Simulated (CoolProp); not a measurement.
Vapour-liquid equilibrium of methanol (1) + m-xylene (2) at 169 kPa; x and y are mole fractions of (1).

Values from CoolProp's multi-fluid Helmholtz-energy mixture model, de Reuck 1993 and Zhou 2012; pair parameters Bell 2016.

```tsv
x	bubble temperature (K)	y at the bubble point	dew temperature at overall composition x (K)	liquid density (mol/L)
0.05	388.9	0.691	430.1	7.574
0.15	364.0	0.869	425.3	8.386
0.25	357.8	0.898	420.2	9.130
0.35	356.1	0.906	414.7	9.955
0.45	355.6	0.908	408.5	10.92
0.55	355.4	0.910	401.4	12.10
0.65	355.0	0.913	392.9	13.56
0.75	354.2	0.922	382.3	15.40
0.85	353.1	0.940	367.6	17.79
0.95	351.8	0.974	352.7	20.95
```

No azeotrope shows between x = 0.05 and 0.95.

Pair parameters are fitted to limited data, so mixtures are less certain than the pure fluids. With so large a gap from Raoult's law the liquid may split in two, which this calculation doesn't test in full.
